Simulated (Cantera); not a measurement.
An isothermal plug-flow reactor at 650 K and 345 Torr (inlet), inlet velocity 2 m/s, active area per volume 3900 1/m; feed 0.233 % CO, 1.40 % O2, 91.9 % N2, 6.51 % H2O, equivalence ratio 0.083.

Cantera simulation using Deutschmann's 1995 Pt surface mechanism with GRI-Mech 3.0 gas chemistry; the numbers are that mechanism's predictions, not measurements. Catalytic surfaces can have several steady states; this one follows from the mechanism file's or the stated starting coverage. Mass transfer to the wall is taken as infinitely fast.

Problem. Predict: x(CO) at z = 0.0043 m; x(O2) at z = 0.0043 m; x(H2O) at z = 0.0043 m; x(CO2) at z = 0.0043 m; θ(free Pt) at the exit; θ(O*) at the exit; θ(OH*) at the exit.

Solution. 
| Property | Result |
|---|---|
| x(CO) at z = 0.0043 m | 0.000374 |
| x(O2) at z = 0.0043 m | 0.0130 |
| x(H2O) at z = 0.0043 m | 0.0652 |
| x(CO2) at z = 0.0043 m | 0.00195 |
| θ(free Pt) at the exit | 0.0140 |
| θ(O*) at the exit | 0.980 |
| θ(OH*) at the exit | 0.00572 |
